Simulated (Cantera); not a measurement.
Input (Python, Cantera) and output of one run.

```python
import numpy as np
import cantera as ct

gas_names = """
    CL CL2 H HCL H2 Si SiCL SiCL2 SiCL3 SiCL4 SiH SiHCL3 SiH2 SiH2CL2 SiH3 SiH3CL SiH4 Si2 Si3
""".split()
cond_names = """
    Si(cr) Si(L)
""".split()


# ... load() reads the species with a 1 bar reference pressure and builds the phases ...
atoms = {
    'Si': {'Si': 1},
    'HCl': {'H': 1, 'CL': 1},
    'H2': {'H': 2},
}
top_T = {}  # K; cautious upper limits of use, not melting points


# ... equilibrate(T, P, feed) seeds the gas with the atoms and calls Mixture.equilibrate('TP', solver="vcs", rtol=1e-11, max_steps=5000) ...
results = []
feed = {'Si': 1, 'HCl': 1.2, 'H2': 3.6}  # mol
P = 1400000  # Pa
for T in [1000, 1075, 1150, 1225, 1300, 1375, 1450, 1525, 1600, 1675]:
    mix = equilibrate(T, P, feed)
    results.append((T, P, feed, dict(zip(mix.species_names, mix.species_moles))))
    x = sorted(zip(gas.X, gas.species_names), reverse=True)
    print(f"T = {T:g} K  P = {P:g} Pa  gas = {mix.phase_moles(0):.4g} mol")
    print("   x: " + "  ".join(f"{s} {v:.3e}" for v, s in x if v > 1e-05))
    print("   condensed (mol): " + ("  ".join(f"{mix.phase(i).name} {mix.phase_moles(i):.4g}"
          for i in range(1, mix.n_phases) if mix.phase_moles(i) > 1e-12) or "none"))
```

Output:

```
T = 1000 K  P = 1.4e+06 Pa  gas = 4.441 mol
   x: H2 9.145e-01  SiHCL3 4.369e-02  SiCL4 3.001e-02  SiH2CL2 6.860e-03  HCL 4.427e-03  SiH3CL 2.751e-04  SiCL3 2.124e-04  SiCL2 3.641e-05
   condensed (mol): Si(cr) 0.6399
T = 1075 K  P = 1.4e+06 Pa  gas = 4.446 mol
   x: H2 9.120e-01  SiHCL3 4.231e-02  SiCL4 2.971e-02  HCL 7.959e-03  SiH2CL2 7.045e-03  SiCL3 5.046e-04  SiH3CL 3.083e-04  SiCL2 1.357e-04
   condensed (mol): Si(cr) 0.6442
T = 1150 K  P = 1.4e+06 Pa  gas = 4.455 mol
   x: H2 9.083e-01  SiHCL3 4.058e-02  SiCL4 2.897e-02  HCL 1.317e-02  SiH2CL2 7.133e-03  SiCL3 1.055e-03  SiCL2 4.201e-04  SiH3CL 3.379e-04
   condensed (mol): Si(cr) 0.6503
T = 1225 K  P = 1.4e+06 Pa  gas = 4.467 mol
   x: H2 9.031e-01  SiHCL3 3.834e-02  SiCL4 2.764e-02  HCL 2.031e-02  SiH2CL2 7.103e-03  SiCL3 1.973e-03  SiCL2 1.114e-03  SiH3CL 3.626e-04
   condensed (mol): Si(cr) 0.6581
T = 1300 K  P = 1.4e+06 Pa  gas = 4.486 mol
   x: H2 8.963e-01  SiHCL3 3.545e-02  HCL 2.946e-02  SiCL4 2.557e-02  SiH2CL2 6.932e-03  SiCL3 3.336e-03  SiCL2 2.582e-03  SiH3CL 3.810e-04
   condensed (mol): Si(cr) 0.6669
T = 1375 K  P = 1.4e+06 Pa  gas = 4.511 mol
   x: H2 8.877e-01  HCL 4.042e-02  SiHCL3 3.177e-02  SiCL4 2.268e-02  SiH2CL2 6.595e-03  SiCL2 5.304e-03  SiCL3 5.117e-03  SiH3CL 3.916e-04
   condensed (mol): Si(cr) 0.6758
T = 1450 K  P = 1.4e+06 Pa  gas = 4.544 mol
   x: H2 8.777e-01  HCL 5.265e-02  SiHCL3 2.733e-02  SiCL4 1.902e-02  SiCL2 9.742e-03  SiCL3 7.121e-03  SiH2CL2 6.078e-03  SiH3CL 3.930e-04  SiH4 1.038e-05
   condensed (mol): Si(cr) 0.6833
T = 1525 K  P = 1.4e+06 Pa  gas = 4.583 mol
   x: H2 8.667e-01  HCL 6.526e-02  SiHCL3 2.231e-02  SiCL2 1.608e-02  SiCL4 1.486e-02  SiCL3 8.969e-03  SiH2CL2 5.393e-03  SiH3CL 3.846e-04  SiH4 1.113e-05
   condensed (mol): Si(cr) 0.6883
T = 1600 K  P = 1.4e+06 Pa  gas = 4.625 mol
   x: H2 8.559e-01  HCL 7.714e-02  SiCL2 2.397e-02  SiHCL3 1.715e-02  SiCL4 1.070e-02  SiCL3 1.020e-02  SiH2CL2 4.588e-03  SiH3CL 3.667e-04  H 1.344e-05  SiH4 1.182e-05
   condensed (mol): Si(cr) 0.6902
T = 1675 K  P = 1.4e+06 Pa  gas = 4.666 mol
   x: H2 8.461e-01  HCL 8.728e-02  SiCL2 3.248e-02  SiHCL3 1.240e-02  SiCL3 1.053e-02  SiCL4 7.088e-03  SiH2CL2 3.742e-03  SiH3CL 3.416e-04  H 2.854e-05  SiH4 1.250e-05
   condensed (mol): Si(cr) 0.6893
```

Method: chemical equilibrium by Gibbs-energy minimisation in Cantera with the NASA 1993 tables (ideal gas, pure condensed phases). The tables' values for SiCl3 are old estimates; treat these amounts as uncertain. Gases not in the tables: Si2H6 and higher silanes.
